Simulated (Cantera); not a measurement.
A Cantera script and what it prints.

```python
import numpy as np
import cantera as ct

gas_names = """
    B BF BF2 BF3 BN BO BOF BOF2 BO2 B2 B2O B2O2 B2O3 B3O3F3 F FO FO2 F2 F2O N NF NF2 NF3 NO NO2 NO3 N2
    N2O O O2 O3
""".split()
cond_names = """
    B(b) B(L) BN(s) B2O3(L)
""".split()


# ... load() reads the species with a 1 bar reference pressure and builds the phases ...
atoms = {
    'BF3': {'B': 1, 'F': 3},
    'O2': {'O': 2},
    'N2': {'N': 2},
}
top_T = {'BN(s)': 3200}  # K; cautious upper limits of use, not melting points


# ... equilibrate(T, P, feed) seeds the gas with the atoms and calls Mixture.equilibrate('TP', solver="vcs", rtol=1e-11, max_steps=5000) ...
results = []
feed = {'BF3': 1, 'O2': 0.059, 'N2': 12}  # mol
T = 2050  # K
for P in [10, 37, 140, 520, 1900, 7200, 27000, 100000]:
    mix = equilibrate(T, P, feed)
    results.append((T, P, feed, dict(zip(mix.species_names, mix.species_moles))))

top = {s: max(r[3][s] / sum(r[3][g] for g in gas_names) for r in results) for s in gas_names}
cols = sorted((s for s in top if top[s] > 1e-05), key=lambda s: -top[s])[:8]
seen = [c for c in cond_names if any(r[3].get(c, 0) > 1e-12 for r in results)]
print("log10 of partial pressures in bar; condensed amounts in mol")
print(f"{'P/Pa':>10s}" + "".join(f"{s[:9]:>10s}" for s in cols + seen))
for T, P, feed, n in results:
    ng = sum(n[g] for g in gas_names)
    print(f"{P:10.4g}" + "".join(f"{np.log10(max(n[s] / ng * P / 1e5, 1e-99)):10.3f}" for s in cols)
          + "".join(f"{n.get(c, 0):10.4g}" for c in seen))
```

It prints:

```
log10 of partial pressures in bar; condensed amounts in mol
      P/Pa        N2       BF3         F       BOF        O2        NO       BF2         O
        10    -4.043    -5.180    -5.738    -6.055   -10.117    -8.747    -7.176    -8.071
        37    -3.474    -4.606    -5.197    -5.503    -7.996    -7.402    -7.143    -7.010
       140    -2.895    -4.017    -4.703    -5.006    -6.202    -6.216    -7.048    -6.113
       520    -2.324    -3.430    -4.323    -4.626    -5.098    -5.378    -6.841    -5.561
      1900    -1.760    -2.854    -4.002    -4.305    -4.324    -4.709    -6.586    -5.174
      7200    -1.181    -2.268    -3.693    -3.997    -3.648    -4.081    -6.308    -4.836
   2.7e+04    -0.606    -1.689    -3.396    -3.702    -3.028    -3.484    -6.026    -4.526
     1e+05    -0.037    -1.118    -3.106    -3.416    -2.436    -2.904    -5.746    -4.230
```

Cantera equilibrium calculation (NASA polynomials, part measured and part estimated; ideal gas, pure solids and liquids). The tables' values for BF2 are old estimates; treat these amounts as uncertain.
